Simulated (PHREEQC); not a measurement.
A PHREEQC input (ion-association model, phreeqc.dat):

```
SOLUTION 1
  temp 25
  units mg/L
  pH 6.84
  pe 12.7
  Na 0.0056
  K 0.00561
  Ca 0.00966
  Mg 0.00226
  Cl 0.0115
  S(6) 0.000752 as SO4
  Alkalinity 0.0426 as HCO3
  B 0.000153
  Zn 1.33e-05
  Br 3.15e-05
END
USE solution 1
EQUILIBRIUM_PHASES 1
  Gypsu 0 0
  CO2(g) -2.5 10
END
```

It stops with these messages:

```
ERROR: Phase not found in database, Gypsu.
ERROR: Calculations terminating due to input errors.
```

The fault: the phase Gypsum misspelt. The line should read `Gypsum` where the input has `Gypsu`. With the mend the run ends at pH 5.18 and ionic strength 7.99e-6 mol/kgw.
